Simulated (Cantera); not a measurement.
A closed system holds: 1 mol MgSO₄, 0.45 mol H₂, 0.46 mol CO₂, held at 2198.15 K and 6830 Torr.

These are equilibrium values from Cantera (NASA tables, ideal gas, pure condensed phases), not measurements of a reactor. Candidate condensed phases: C, C₆H₆, C₇H₈, C₈H₁₈, H₂O, H₂SO₄, Mg, MgCO₃, MgO, Mg(OH)₂, MgS, MgSO₄, S; 130 gas species. Rates play no part.

Base state: SO₂ 0.455, CO₂ 0.209, H₂O 0.204, O₂ 0.125, OH 0.00357, SO₃ 0.00165, CO 0.00117, SO 0.000325 (mole fractions); condensed: MgO(s).

Question: What changes in the equilibrium state with this change: temperature from 2198.15 K to 1748 K?

Answer: 
| species | before | after |
|---|---|---|
| SO₂ | 0.455 | 0.453 |
| CO₂ | 0.209 | 0.211 |
| H₂O | 0.204 | 0.206 |
| SO₃ | 0.00165 | 0.00608 |
| OH | 0.00357 | 0.000361 |
| O₂ | 0.125 | 0.123 |
| Mg(OH)₂ | 3.38e-5 | 7.99e-7 |
| H | 2.71e-5 | 1.91e-7 |
| SO | 0.000325 | 4.65e-6 |
| MgO(s), mol | 1.000 | 1.000 |

Question: What changes in the equilibrium state with this change: pressure from 6830 Torr to 7.50 Torr?

Answer: 
```
species       before     after
-----------  -------  --------
SO₂            0.455     0.432
H₂O            0.204     0.182
CO₂            0.209     0.175
CO           0.00117    0.0283
OH           0.00357    0.0189
O₂             0.125     0.135
Mg           2.31e-8  0.000609
MgO          7.82e-8   7.12e-5
S            6.83e-8   5.47e-5
H            2.71e-5   0.00416
MgOH         4.48e-7   6.88e-5
MgO(s), mol    1.000     0.998
```
